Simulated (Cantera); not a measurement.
An adiabatic, constant-pressure homogeneous reactor starts with C3H8 : O2 : N2 = 1 : 2.17 : 8.17 (molar parts), at 1275 K and 188 Torr. Integrator tolerance rtol = 1e-08.

Computed with Cantera and GRI-Mech 3.0 (53 species, 325 reactions). GRI-Mech 3.0 was tuned for natural gas; its chemistry of propane as a main component is partial and can be far from experiment.

Question: What does this change do: pressure from 188 Torr to 750 Torr?

Answer: 
```tsv
quantity	before	after
time of steepest temperature rise	3.16 ms	1.61 ms
temperature at 0.300 s	2232 K	2249 K
equilibrium temperature	2232 K	2249 K
x(C3H8) at 0.300 s	<1e-12 (gas-phase equilibrium <1e-12)	<1e-12 (gas-phase equilibrium <1e-12)
x(O2) at 0.300 s	1.24e-6 (gas-phase equilibrium 1.24e-6)	3.80e-7 (gas-phase equilibrium 3.80e-7)
x(C2H6) at 0.300 s	<1e-12 (gas-phase equilibrium <1e-12)	<1e-12 (gas-phase equilibrium <1e-12)
x(HCN) at 0.300 s	1.25e-7 (gas-phase equilibrium 7.75e-8)	3.24e-7 (gas-phase equilibrium 3.12e-7)
x(HO2) at 0.300 s	4.78e-10 (gas-phase equilibrium 4.79e-10)	2.95e-10 (gas-phase equilibrium 2.95e-10)
```
